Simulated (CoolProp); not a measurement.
A single-stage vapour-compression cycle with CH2F2 (R32): evaporating at 203.15 K (dew point), condensing at 237.15 K (bubble point), superheat 5 K, subcooling 5 K, compressor efficiency 0.85, no pressure losses. Each further row changes one setting.

Model: reference Helmholtz-energy equation of state, Tillner-Roth 1997, in CoolProp.

```tsv
case	cooling COP	pressure ratio	discharge temperature (K)	refrigerating effect (kJ/kg)	volumetric capacity (kJ/m³)
as stated	(withheld)	5.88	315.4	359	397
evaporating temperature 208.15 K	(withheld)	(withheld)	(withheld)	362	531
condensing temperature 232.15 K	5.22	4.70	(withheld)	367	406
subcooling 10 K	(withheld)	5.88	315.4	367	406
superheat 15 K	(withheld)	5.88	328.6	367	(withheld)
compressor efficiency 0.75	3.84	5.88	327.7	359	397
```

Fill in the missing entries.


- as stated, cooling COP: 4.35
- evaporating temperature 208.15 K, cooling COP: 5.37
- evaporating temperature 208.15 K, pressure ratio: 4.34
- evaporating temperature 208.15 K, discharge temperature (K): 301.6
- condensing temperature 232.15 K, discharge temperature (K): 300.6
- subcooling 10 K, cooling COP: 4.45
- superheat 15 K, cooling COP: 4.24
- superheat 15 K, volumetric capacity (kJ/m³): 385
